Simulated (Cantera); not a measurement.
A closed system holds: 1 mol CuO, 1.3 mol CH₄, 0.11 mol H₂, equilibrated at 13300 Pa.

These are equilibrium values from Cantera (NASA tables, ideal gas, pure condensed phases), not measurements of a reactor. Candidate condensed phases: C, C₆H₆, C₇H₈, C₈H₁₈, Cu, CuO, Cu(OH)₂, Cu₂O, H₂O; 113 gas species. Equilibrium is a limit: real reactors are often held back by kinetics, nucleation or transport.

**Question.** At 1323 K, list the 5 most abundant gas species with their mole fractions, and the condensed phases.

**Answer.** H₂ 0.730, CO 0.269, CH₄ 0.000483, H₂O 0.000192, CO₂ 3.83e-5. Condensed: C(graphite) + Cu(s).
